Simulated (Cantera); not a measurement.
A Cantera script and its output.

```python
import numpy as np
import cantera as ct

surf = ct.Interface("ptcombust.yaml", "Pt_surf")
gas = surf.adjacent["gas"]
gas.TPX = 898, 31000, {'CH4': 0.0053, 'O2': 0.05, 'N2': 0.79}
surf.TP = 898, 31000
reactor = ct.FlowReactor(gas, clone=False)
reactor.area = 0.0001  # m2
reactor.surface_area_to_volume_ratio = 5400  # 1/m
reactor.mass_flow_rate = 0.46 * reactor.area * gas.density  # inlet velocity 0.46 m/s
reactor.energy_enabled = False
wall = ct.ReactorSurface(surf, reactor, clone=False)
net = ct.ReactorNet([reactor])
net.rtol, net.atol = 1e-8, 1e-16
show, cover = ['CH4', 'O2', 'H2O', 'CO2', 'CO'], ['PT(S)', 'H(S)', 'O(S)', 'OH(S)', 'CO(S)', 'C(S)']

rows = []
print(f"{'z/m':>9s}{'u/(m/s)':>9s}" + "".join(f"{s:>13s}" for s in show + cover))
for z in [7.4e-05, 0.00016, 0.00034, 0.00074, 0.0016, 0.0034, 0.0074]:
    net.advance(z)
    rows.append([reactor.speed, *gas[show].X, *surf[cover].coverages])
    print(f"{z:9.4g}{rows[-1][0]:9.3g}" + "".join(f"{x:13.4e}" for x in rows[-1][1:]))
```

It prints:

```
      z/m  u/(m/s)          CH4           O2          H2O          CO2           CO        PT(S)         H(S)         O(S)        OH(S)        CO(S)         C(S)
  7.4e-05     0.46   6.0264e-03   5.8664e-02   4.8718e-04   2.4148e-04   2.1100e-06   1.6877e-01   1.5694e-08   8.3090e-01   3.2140e-04   6.5049e-06   2.2828e-08
  0.00016     0.46   5.7542e-03   5.8120e-02   1.0315e-03   5.1375e-04   2.0174e-06   1.6907e-01   2.2327e-08   8.3047e-01   4.5711e-04   6.2393e-06   2.1895e-08
  0.00034     0.46   5.2204e-03   5.7053e-02   2.0990e-03   1.0476e-03   1.8341e-06   1.6969e-01   3.1641e-08   8.2966e-01   6.4575e-04   5.7139e-06   2.0052e-08
  0.00074     0.46   4.1930e-03   5.4998e-02   4.1536e-03   2.0753e-03   1.4792e-06   1.7096e-01   4.4764e-08   8.2813e-01   9.0607e-04   4.6778e-06   1.6416e-08
   0.0016     0.46   2.5881e-03   5.1788e-02   7.3631e-03   3.6806e-03   9.1921e-07   1.7310e-01   6.0615e-08   8.2569e-01   1.2091e-03   2.9799e-06   1.0457e-08
   0.0034     0.46   9.1256e-04   4.8437e-02   1.0714e-02   5.3564e-03   3.2653e-07   1.7550e-01   7.4653e-08   8.2303e-01   1.4648e-03   1.0881e-06   3.8183e-09
   0.0074     0.46   8.4981e-05   4.6782e-02   1.2369e-02   6.1842e-03   3.0531e-08   1.7676e-01   8.1098e-08   8.2166e-01   1.5777e-03   1.0317e-07   3.6203e-10
```

Detailed kinetics in Cantera: Deutschmann's 1995 Pt surface mechanism with GRI-Mech 3.0 gas chemistry. Catalytic surfaces can have several steady states; this one follows from the mechanism file's or the stated starting coverage. Mass transfer to the wall is taken as infinitely fast.
